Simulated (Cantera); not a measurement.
Feed: 1 mol Si2Cl6, 0.91 mol NH3, 0.28 mol H2, at 2075 K and 440 Pa.

Cantera equilibrium calculation (NASA polynomials, part measured and part estimated; ideal gas, pure solids and liquids). Candidate condensed phases: NH4Cl, Si, Si3N4; 28 gas species. The feed counts by its element totals alone. The tables' values for SiCl, SiCl3, SiN are old estimates; treat these amounts as uncertain. The numbers say what is thermodynamically allowed, not how fast it happens.

**Question.** What is the equilibrium state?

**Answer.** 
```
Item                                  Value
--------------------------------  ---------
x(SiCl2)                              0.368
x(HCl)                                0.360
x(H2)                                 0.127
x(N2)                                0.0869
x(Cl)                                0.0300
x(H)                                 0.0143
x(SiCl)                             0.00533
x(SiCl3)                            0.00441
x(Si)                               0.00378
gas amount                        5.238 mol
log10 activity of Si(l) (absent)      -0.79
```
